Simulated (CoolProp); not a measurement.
A simple Rankine cycle with cyclopentane: condensing at 325.15 K, boiler at 0.436 MPa, turbine inlet 377 K, turbine efficiency 0.75, pump efficiency 0.7, no recuperator. Each further row changes one setting.

Model: reference Helmholtz-energy equation of state, Gedanitz 2015, in CoolProp.

```json
[
 {"case": "as stated", "thermal efficiency (%)": "8.8", "net work (kJ/kg)": "40.0", "heat in (kJ/kg)": "453", "turbine exit temperature (K)": "343.3", "volume ratio over the turbine": "3.84"},
 {"case": "turbine inlet 397 K", "thermal efficiency (%)": "8.8", "net work (kJ/kg)": "42.8", "heat in (kJ/kg)": "487", "turbine exit temperature (K)": "364.4", "volume ratio over the turbine": "3.83"},
 {"case": "condensing temperature 317.15 K", "thermal efficiency (%)": "10.1", "net work (kJ/kg)": "47.5", "heat in (kJ/kg)": "468", "turbine exit temperature (K)": "337.3", "volume ratio over the turbine": "4.96"},
 {"case": "boiler pressure 0.305 MPa", "thermal efficiency (%)": "6.7", "net work (kJ/kg)": "30.6", "heat in (kJ/kg)": "457", "turbine exit temperature (K)": "352.9", "volume ratio over the turbine": "2.68"},
 {"case": "turbine efficiency 0.65", "thermal efficiency (%)": "7.6", "net work (kJ/kg)": "34.6", "heat in (kJ/kg)": "453", "turbine exit temperature (K)": "347.0", "volume ratio over the turbine": "3.89"}
]
```
